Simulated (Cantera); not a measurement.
An isothermal, constant-pressure homogeneous reactor starts with 25.3 % C2H6, 74.7 % N2, at 1875 K and 36.0 Torr.

Cantera simulation using GRI-Mech 3.0 (53 species, 325 reactions); the numbers are that mechanism's predictions, not measurements. GRI-Mech 3.0 stops at C3 and has no aromatics, soot or wall deposition, so with more carbon than oxygen in the feed, carbon stays in small species such as C2H2 where larger ones or solid carbon would form. Radical loss at walls, strong at low pressure, is not modelled.

One state of this run: x C2H6 = 0.000571; x C2H = 1.56e-5; x H2 = 0.209; x C2H4 = 0.0390; x HCN = 7.53e-6. x: mole fraction; the columns are a selection and need not sum to one.

Problem. Which value of t (s) does it belong to?
A) 40.0
B) 0.000225
C) 0.225
D) 7.11

Solution. B, 0.000225
